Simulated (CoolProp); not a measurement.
The fluid at 295 K and 0.884 MPa is throttled through a valve to 0.471 MPa with no heat exchange. The same conditions are run with several fluids, on thermodynamics alone (safety and materials aside).

Model: reference Helmholtz-energy equation of state of each fluid (fluorine: de Reuck 1990; CH3F (R41): Lemmon 2006; carbon monoxide: Lemmon 2006; R13: Platzer 1990; carbon dioxide: Span 1996), in CoolProp. The equations of Platzer and Polt are older, rougher fits.

**Question.** Rank fluorine, CH3F (R41), carbon monoxide, R13, carbon dioxide by temperature change (K), highest first.

**Answer.** fluorine (-0.8), carbon monoxide (-1.1), carbon dioxide (-4.8), R13 (-5.1), CH3F (R41) (-7.8)

| fluid | final density (kg/m³) |
|---|---|
| fluorine | 7.33 |
| CH3F (R41) | 7.03 |
| carbon monoxide | 5.41 |
| R13 | 21.5 |
| carbon dioxide | 8.82 |
